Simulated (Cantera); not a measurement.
An isothermal, constant-pressure homogeneous reactor starts with 8.59 % H2, 91.4 % O2, equivalence ratio 0.047, at 1325 K and 0.0345 atm.

Detailed kinetics in Cantera: GRI-Mech 3.0 (53 species, 325 reactions). Radical loss at walls, strong at low pressure, is not modelled. The temperature is held fixed by assumption; the heat of reaction is taken as removed at once.

x: mole fraction; the columns are a selection and need not sum to one.

```csv
t (s),x H2,x O2,x OH,x H2O2,x H2O,x O
3.00e-5,0.0859,0.914,3.28e-8,3.55e-11,3.01e-8,4.03e-8
0.000160,0.0859,0.914,(withheld),(withheld),(withheld),(withheld)
0.000857,0.00221,0.853,0.00761,2.97e-7,0.0729,0.0495
0.00458,0.00121,0.880,0.00573,2.89e-7,0.0812,0.0259
0.0245,(withheld),0.906,(withheld),(withheld),0.0883,(withheld)
0.131,8.01e-6,0.910,0.000475,3.29e-8,0.0895,0.000164
0.700,6.39e-7,0.910,0.000135,5.77e-9,0.0897,1.32e-5
3.74,9.94e-8,0.910,5.35e-5,1.37e-9,0.0898,2.07e-6
20.0,6.79e-8,0.910,4.42e-5,1.06e-9,0.0898,1.41e-6
```

Q: Fill in the missing entries.

A: 
- 0.000160, x OH: 6.72e-6
- 0.000160, x H2O2: 1.02e-9
- 0.000160, x H2O: 1.47e-5
- 0.000160, x O: 8.98e-6
- 0.0245, x H2: 0.000154
- 0.0245, x OH: 0.00206
- 0.0245, x H2O2: 1.52e-7
- 0.0245, x O: 0.00313
